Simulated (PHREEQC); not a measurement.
Dissolve 0.018 mol HF and 0.013 mol (CH3)4NF per kg of water at 25 °C. It is in equilibrium with CO2 at log p = -3.4 (atm). Otherwise closed; pH follows from the charge balance.

The numbers come from PHREEQC with the ion-association model, phreeqc.dat.

No solid was allowed to form.

Q: Order these F species by the share of F that they hold, largest first: HF, F-, HF2-.

A: HF (52 %), F- (43 %), HF2- (5.3 %)

The pH is 3.03 and the ionic strength 0.0140 mol/kgw. Complexes and solids missing from the database can't appear. (CH3)4N+ isn't in the database: it is added as a free cation with an ion size of 4 Å.
